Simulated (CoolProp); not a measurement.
A single-stage vapour-compression cycle with propylene: evaporating at 231.15 K (dew point), condensing at 264.15 K (bubble point), superheat 10 K, subcooling 0 K, compressor efficiency 0.6, no pressure losses. Each further row changes one setting.

Computed with CoolProp (reference Helmholtz-energy equation of state, Lemmon 2013).

```tsv
case	cooling COP	pressure ratio	discharge temperature (K)	refrigerating effect (kJ/kg)	volumetric capacity (kJ/m³)
as stated	3.66	3.40	314.0	371	1050
evaporating temperature 236.15 K	4.49	2.76	?	?	1300
condensing temperature 259.15 K	4.41	2.89	?	382	1080
subcooling 5 K	3.78	3.40	314.0	382	1080
superheat 20 K	3.64	3.40	325.0	?	?
compressor efficiency 0.5	?	3.40	326.0	371	1050
```

Fill in the missing entries.


- evaporating temperature 236.15 K, discharge temperature (K): 306.9
- evaporating temperature 236.15 K, refrigerating effect (kJ/kg): 376
- condensing temperature 259.15 K, discharge temperature (K): 304.3
- superheat 20 K, refrigerating effect (kJ/kg): 385
- superheat 20 K, volumetric capacity (kJ/m³): 1040
- compressor efficiency 0.5, cooling COP: 3.05
